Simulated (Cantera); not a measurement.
## Reactions in the system H-N-Ni-S

Cantera with NASA thermochemical tables; ideal gases at 1 bar, condensed phases pure. Values are per mole of reaction as written; species without (g) are pure solids or liquids, kept so even where they would boil at 1 bar.

6 H2S(g) + 3 Ni3S4 + 2 N2(g) = 9 NiS2 + 4 NH3(g)

| T (K) | ΔH° (kJ) | ΔS° (J/K) | ΔG° (kJ) | log10 K |
|---|---|---|---|---|
| 300 | -339.8 | -758.4 | -112.3 | 19.55 |
| 398 | -338.8 | -755.6 | -38.1 | 5.00 |
| 423 | -338.9 | -755.8 | -19.2 | 2.38 |
| 448 | -339.1 | -756.3 | -0.3 | 0.04 |
| 473 | -339.5 | -757.0 | 18.6 | -2.05 |
| 498 | -340.0 | -758.0 | 37.5 | -3.94 |
| 523 | -340.6 | -759.3 | 56.5 | -5.64 |
| 548 | -341.4 | -760.7 | 75.5 | -7.19 |
| 573 | -342.3 | -762.3 | 94.5 | -8.62 |
| 598 | -343.3 | -764.1 | 113.6 | -9.92 |
